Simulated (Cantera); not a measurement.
Si + Cl2 + H2 (chlorosilane synthesis and conversion)

Input: 1 mol Si, 2.2 mol Cl2, a varied amount of H2, at 950 °C and 1 atm.

Cantera equilibrium calculation (NASA polynomials, part measured and part estimated; ideal gas, pure solids and liquids). Candidate condensed phases: Si; 19 gas species. The tables' values for SiCl3 are old estimates; treat these amounts as uncertain. Kinetics and transport are ignored.

```
n(H2) (mol)  log p H2  log p SiCl4  log p HCl  log p SiHCl3
-----------  --------  -----------  ---------  ------------
0.46            -0.84        -0.23      -0.59         -1.99
0.76            -0.57        -0.31      -0.64         -1.76
1.2             -0.41        -0.41      -0.70         -1.63
2.1             -0.26        -0.57      -0.79         -1.55
3.4             -0.18        -0.74      -0.89         -1.54
5.6             -0.12        -0.95      -1.01         -1.57
9.1             -0.08        -1.18      -1.13         -1.63
15              -0.05        -1.44      -1.26         -1.73
```
log p: log10 of the partial pressure in bar; nothing condenses.

From 0.46 mol H2 to 15 mol H2 nothing is condensed. The main Si-bearing gas is SiCl4 throughout.
